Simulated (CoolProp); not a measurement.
Octamethyltrisiloxane (MDM) at several states: fugacity coefficient from the reference equation and from simpler models built on Tc = 565.4 K, pc = 1.438 MPa, ω = 0.528; each cubic takes its own stable root.

Computed with CoolProp (reference Helmholtz-energy equation of state, Thol 2017).

| T (K) | p (MPa) | phase | reference |
|---|---|---|---|
| 539.2 | 2.37 | liquid | 0.3439 |
| 447.8 | 0.0406 | gas | 0.9772 |
| 406.5 | 0.106 | liquid | 0.5378 |
| 255.5 | 0.0117 | liquid | 0.001429 |
| 407.2 | 1.21 | liquid | 0.05365 |
| 221.3 | 0.144 | liquid | 2.305e-6 |

Question: How far does each simpler model (van der Waals, Soave-Redlich-Kwong, Peng-Robinson) lie from the reference over these 6 states: mean and median of the absolute difference, and the worst?

Answer: 
- van der Waals: mean 330344.6 %, median 241.8 %, worst +1912698.3 % at 221.3 K and 0.144 MPa
- Soave-Redlich-Kwong: mean 13.5 %, median 2.2 %, worst +53.2 % at 221.3 K and 0.144 MPa
- Peng-Robinson: mean 28.6 %, median 0.8 %, worst +116.7 % at 221.3 K and 0.144 MPa

At some of these states van der Waals gives the other phase, because its saturation line lies elsewhere.
